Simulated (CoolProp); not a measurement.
Oxygen at 177.25 K and 0.156 MPa is throttled through a valve to 0.019 MPa with no heat exchange. Each further row changes one setting.

The numbers come from the reference Helmholtz-energy equation of state, Schmidt 1985 in CoolProp.

```json
[
 {"case": "as stated", "temperature change (K)": "-0.9", "final density (kg/m³)": "___"},
 {"case": "outlet pressure 0.0057 MPa", "temperature change (K)": "___", "final density (kg/m³)": "___"},
 {"case": "outlet pressure 0.0247 MPa", "temperature change (K)": "-0.9", "final density (kg/m³)": "___"}
]
```

What belongs in the gaps?


- as stated, final density (kg/m³): 0.415
- outlet pressure 0.0057 MPa, temperature change (K): -1.0
- outlet pressure 0.0057 MPa, final density (kg/m³): 0.125
- outlet pressure 0.0247 MPa, final density (kg/m³): 0.540
